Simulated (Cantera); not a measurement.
Mixture: CH3OH : O2 : N2 = 1 : 1.56 : 5.88 (molar parts), at 5.33 atm, adiabatic and at constant pressure. Ignition delay is the time to a rise of 400 K.

Computed with Cantera and GRI-Mech 3.0 (53 species, 325 reactions). GRI-Mech 3.0 was tuned for natural gas; its chemistry of methanol as a main component is partial and can be far from experiment.

Question: What does this change do: N2 5.88 to 15 parts?

Answer: 
```tsv
quantity	before	after
delay at 1225 K	1.57 ms	2.07 ms
delay at 1300 K	0.515 ms	0.695 ms
delay at 1375 K	0.195 ms	0.274 ms
delay at 1450 K	84.2 µs	0.124 ms
delay at 1525 K	40.7 µs	63.8 µs
delay at 1600 K	21.6 µs	36.4 µs
apparent activation energy between 1450 and 1600 K	170 kJ/mol	160 kJ/mol
```

Question: What does this change do: CH3OH 1 to 1.9 parts?

Answer: 
```csv
quantity,before,after
delay at 1225 K,1.57 ms,1.36 ms
delay at 1300 K,0.515 ms,0.440 ms
delay at 1375 K,0.195 ms,0.164 ms
delay at 1450 K,84.2 µs,69.4 µs
delay at 1525 K,40.7 µs,32.8 µs
delay at 1600 K,21.6 µs,17.1 µs
apparent activation energy between 1450 and 1600 K,170 kJ/mol,180 kJ/mol
```
